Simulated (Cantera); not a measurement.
Gas mixture: 100 % C₂H₂, at 13300 Pa, frozen composition.

Cantera's kinetic-theory transport with the Lennard-Jones parameters of GRI-Mech 3.0, ideal gas; thermal conductivity in the mixture-averaged form.

D: mixture-averaged diffusion coefficient of that species in the mixture.

```csv
T (K),ρ (kg/m³),cp (J/kg/K),μ (µPa s),λ (mW/m/K),Pr,D (cm²/s) C₂H₂,D (cm²/s) H₂,D (cm²/s) CH₃
400,0.104,1931,13.6,35.7,0.734,0.000,7.78,2.29
500,0.0835,2101,16.4,46.6,0.737,0.000,11.4,3.41
600,0.0696,2232,…,…,0.737,0.000,…,…
700,0.0596,2340,21.2,67.5,0.735,0.000,20.1,6.15
800,0.0522,2436,23.4,77.7,0.734,0.000,25.1,7.74
900,0.0464,2526,25.5,87.7,0.734,0.000,30.5,9.47
1000,0.0418,2608,27.4,…,0.734,0.000,…,…
```

### Question
Some entries are withheld; supply them.

### Answer

- 600, μ (µPa s): 18.9
- 600, λ (mW/m/K): 57.2
- 600, D (cm²/s) H₂: 15.5
- 600, D (cm²/s) CH₃: 4.71
- 1000, λ (mW/m/K): 97.4
- 1000, D (cm²/s) H₂: 36.4
- 1000, D (cm²/s) CH₃: 11.3
